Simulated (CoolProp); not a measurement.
Vapour-liquid equilibrium of n-perfluorobutane (1) + R365MFC (2) at -18.15 °C; x and y are mole fractions of (1).

Values from CoolProp's multi-fluid Helmholtz-energy mixture model, Gao 2022 and Lemmon 2016; pair parameters Bell 2016.

**Question.** Give the bubble pressure and the first vapour's composition at x = 0.2, 0.275, 0.35. Is there an azeotrope?

**Answer.** x = 0.2: 0.3918 bar, y = 0.843; x = 0.275: 0.4201 bar, y = 0.857; x = 0.35: 0.4330 bar, y = 0.864. No azeotrope shows between x = 0.05 and 0.95.

The pair parameters rest on a limited set of measurements; away from them the model extrapolates. With so large a gap from Raoult's law the liquid may split in two, which this calculation doesn't test in full.
